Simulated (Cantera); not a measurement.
Thermodynamics of silicon epitaxy and polysilicon growth, feed SiHCl3 + N2

Feed: 1 mol SiHCl3, a varied amount of N2, at 552 °C and 0.0133 bar.

Equilibrium computed with Cantera from the NASA thermochemical tables; the gas is ideal and each condensed phase is pure. Candidate condensed phases: NH4Cl, Si, Si3N4; 28 gas species. N2 is the only nitrogen source here; it is nearly inert below about 1500 K, so the nitride shown seldom forms there in practice. Kinetics and transport are ignored.

From 3.9 mol N2 to 190 mol N2 the condensed part is Si3N4(s). The main Si-bearing gas is SiCl4 throughout. The share of Si in condensed phases is highest at 190 mol N2 (48.2 %) and lowest at 3.9 mol N2 (43.0 %).

```json
[
 {"n(N2) (mol)": "3.9", "x N2": "0.717", "x HCl": "0.142", "x SiCl4": "0.113", "x H2": "0.0279", "x SiHCl3": "2.74e-5", "x SiCl3": "1.60e-6", "n Si3N4(s)": "0.143"},
 {"n(N2) (mol)": "6.8", "x N2": "0.819", "x HCl": "0.0955", "x SiCl4": "0.0705", "x H2": "0.0152", "x SiHCl3": "1.39e-5", "x SiCl3": "1.10e-6", "n Si3N4(s)": "0.147"},
 {"n(N2) (mol)": "12", "x N2": "0.890", "x HCl": "0.0606", "x SiCl4": "0.0419", "x H2": "0.00771", "x SiHCl3": "6.59e-6", "x SiCl3": "7.34e-7", "n Si3N4(s)": "0.150"},
 {"n(N2) (mol)": "20", "x N2": "0.931", "x HCl": "0.0392", "x SiCl4": "0.0257", "x H2": "0.00405", "x SiHCl3": "3.28e-6", "x SiCl3": "5.05e-7", "n Si3N4(s)": "0.152"},
 {"n(N2) (mol)": "36", "x N2": "0.961", "x HCl": "0.0232", "x SiCl4": "0.0144", "x H2": "0.00187", "x SiHCl3": "1.44e-6", "x SiCl3": "3.25e-7", "n Si3N4(s)": "0.155"},
 {"n(N2) (mol)": "62", "x N2": "0.977", "x HCl": "0.0140", "x SiCl4": "0.00837", "x H2": "0.000898", "x SiHCl3": "6.61e-7", "x SiCl3": "2.16e-7", "n Si3N4(s)": "0.157"},
 {"n(N2) (mol)": "110", "x N2": "0.987", "x HCl": "0.00818", "x SiCl4": "0.00470", "x H2": "0.000406", "x SiHCl3": "2.88e-7", "x SiCl3": "1.40e-7", "n Si3N4(s)": "0.159"},
 {"n(N2) (mol)": "190", "x N2": "0.992", "x HCl": "0.00486", "x SiCl4": "0.00271", "x H2": "0.000188", "x SiHCl3": "1.30e-7", "x SiCl3": "9.25e-8", "n Si3N4(s)": "0.161"}
]
```
x: gas mole fraction; n: condensed amount in mol.
